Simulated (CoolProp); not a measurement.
Values from CoolProp's reference Helmholtz-energy equation of state, Penoncello 2003.

**Question.** Give the vapour pressure (MPa), liquid density (kg/m³), vapour density (kg/m³), surface tension (mN/m) of saturated CHF3 (R23) at 206.3, 220.9, 235.5 K.

**Answer.** 
| T (K) | p (MPa) | liquid density (kg/m³) | vapour density (kg/m³) | surface tension (mN/m) |
|---|---|---|---|---|
| 206.3 | 0.226 | 1390 | 9.95 | 14.0 |
| 220.9 | 0.436 | 1330 | 18.7 | 11.3 |
| 235.5 | 0.770 | 1260 | 32.7 | 8.74 |

Surface tension comes from a separate correlation (Mulero 2012).
